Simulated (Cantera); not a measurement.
Mixture: CH4 : C2H6 : C3H8 : O2 : N2 = 1 : 0.033 : 0.04 : 1.54 : 7.26 (molar parts), equivalence ratio 1.5, at 10.0 bar, adiabatic and at constant volume. Ignition delay is the time to a rise of 400 K.

Detailed kinetics in Cantera: GRI-Mech 3.0 (53 species, 325 reactions).

### Question
Predict: delay at 1025 K; delay at 1125 K; delay at 1225 K; delay at 1325 K; delay at 1425 K; delay at 1525 K; delay at 1625 K; apparent activation energy between 1425 and 1625 K.

### Answer
```
Item                                                     Value
--------------------------------------------------  ----------
delay at 1025 K                                        24.0 ms
delay at 1125 K                                        6.62 ms
delay at 1225 K                                        1.88 ms
delay at 1325 K                                       0.536 ms
delay at 1425 K                                       0.166 ms
delay at 1525 K                                        59.2 µs
delay at 1625 K                                        24.4 µs
apparent activation energy between 1425 and 1625 K  180 kJ/mol
```
